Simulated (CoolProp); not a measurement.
R1336mzz(E) at 298.15 K and 5.7 MPa is throttled through a valve to 0.121 MPa with no heat exchange. Each further row changes one setting.

Model: reference Helmholtz-energy equation of state, Akasaka 2023, in CoolProp.

```csv
case,temperature change (K),final phase,final density (kg/m³)
as stated,-12.7,"two-phase, vapour fraction 0.113",74.4
outlet pressure 0.0363 MPa,-39.9,"two-phase, vapour fraction 0.305",9.27
outlet pressure 0.157 MPa,-5.8,"two-phase, vapour fraction 0.059",171
```
